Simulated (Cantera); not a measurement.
A closed system holds: 1 mol MgCO₃, 1.1 mol SO₂, 0.08 mol H₂O, equilibrated at 7.50 Torr.

Equilibrium computed with Cantera from the NASA thermochemical tables; the gas is ideal and each condensed phase is pure. Candidate condensed phases: C, C₆H₆, C₇H₈, C₈H₁₈, H₂O, H₂SO₄, Mg, MgCO₃, MgO, Mg(OH)₂, MgS, MgSO₄, S; 130 gas species. Equilibrium is a limit: real reactors are often held back by kinetics, nucleation or transport.

### Question
At 952 °C, list the 5 most abundant gas species with their mole fractions, and the condensed phases.

### Answer
SO₂ 0.505, CO₂ 0.459, H₂O 0.0367, CO 4.65e-5, SO₃ 3.26e-5. Condensed: MgO(s).
